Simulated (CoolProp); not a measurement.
Vapour-liquid equilibrium of R227EA (1) + isobutane (2) at 0.913 MPa; x and y are mole fractions of (1).

Model: multi-fluid Helmholtz-energy mixture model, Lemmon 2016 and Bücker 2006; pair parameters Bell 2016, in CoolProp.

| x | bubble temperature, mixture model (K) | bubble temperature, Raoult's law (K) | y, mixture model | y, Raoult's law |
|---|---|---|---|---|
| 0.05 | 329.8 | 334.5 | 0.138 | 0.067 |
| 0.125 | 324.3 | 333.4 | 0.274 | 0.162 |
| 0.2 | 321.0 | 332.3 | 0.362 | 0.253 |
| 0.275 | 319.0 | 331.3 | ___ | 0.339 |
| 0.35 | 317.7 | 330.3 | 0.469 | 0.421 |
| 0.425 | ___ | 329.4 | 0.509 | 0.499 |
| 0.5 | 316.3 | 328.4 | 0.547 | 0.574 |
| 0.575 | 316.1 | 327.6 | 0.585 | 0.645 |
| 0.65 | 316.1 | 326.7 | 0.628 | 0.714 |
| 0.725 | 316.5 | 325.9 | 0.678 | 0.780 |
| 0.8 | 317.4 | 325.0 | 0.738 | 0.843 |
| 0.875 | ___ | 324.3 | 0.816 | 0.904 |
| 0.95 | 321.0 | 323.5 | 0.916 | 0.962 |

Q: Some entries are withheld; supply them.

A: 
- 0.275, y, mixture model: 0.422
- 0.425, bubble temperature, mixture model (K): 316.8
- 0.875, bubble temperature, mixture model (K): 318.8

The largest gap from Raoult's law is -12.6 K in bubble temperature, at x = 0.35. y crosses x between x = 0.575 and 0.65: the model has an azeotrope there.

Pair parameters are fitted to limited data, so mixtures are less certain than the pure fluids.
